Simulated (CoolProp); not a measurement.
Vapour-liquid equilibrium of cyclohexane (1) + ethylbenzene (2) at 417.9 K; x and y are mole fractions of (1).

Values from CoolProp's multi-fluid Helmholtz-energy mixture model, Zhou 2014 and Zhou 2012; pair parameters Bell 2016.

```
x     bubble pressure, mixture model (bar)  bubble pressure, Raoult's law (bar)  y, mixture model  y, Raoult's law
----  ------------------------------------  -----------------------------------  ----------------  ---------------
0.05                                   [?]                                1.454               [?]            0.171
0.2                                  2.118                                2.009               [?]            0.495
0.35                                   [?]                                2.565             0.673            0.678
0.5                                  3.272                                3.120             0.781            0.797
0.65                                   [?]                                3.676             0.859            0.879
0.8                                    [?]                                4.231               [?]            0.940
0.95                                 4.798                                4.786             0.981            0.987
```

Q: Some entries are withheld; supply them.

A: 
- 0.05, bubble pressure, mixture model (bar): 1.484
- 0.05, y, mixture model: 0.180
- 0.2, y, mixture model: 0.502
- 0.35, bubble pressure, mixture model (bar): 2.716
- 0.65, bubble pressure, mixture model (bar): 3.792
- 0.8, bubble pressure, mixture model (bar): 4.293
- 0.8, y, mixture model: 0.922

The largest gap from Raoult's law is +5.9 % in bubble pressure, at x = 0.35. No azeotrope shows between x = 0.05 and 0.95.

Pair parameters are fitted to limited data, so mixtures are less certain than the pure fluids.
